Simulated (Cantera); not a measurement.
Mixture: CH₄ : C₂H₆ : C₃H₈ : O₂ : N₂ = 1 : 0.19 : 0.18 : 3.96 : 14.9 (molar parts), at 0.740 atm, adiabatic and at constant pressure. Ignition delay is the time to a rise of 400 K.

Detailed kinetics in Cantera: GRI-Mech 3.0 (53 species, 325 reactions). GRI-Mech 3.0 was tuned for natural gas; its chemistry of propane as a main component is partial and can be far from experiment.

Task: Predict: delay at 1125 K; delay at 1225 K; delay at 1325 K; delay at 1425 K; apparent activation energy between 1375 and 1475 K.

Result: 
```
Quantity                                                Result
--------------------------------------------------  ----------
delay at 1125 K                                        11.2 ms
delay at 1225 K                                        2.54 ms
delay at 1325 K                                       0.717 ms
delay at 1425 K                                       0.254 ms
apparent activation energy between 1375 and 1475 K  160 kJ/mol
```
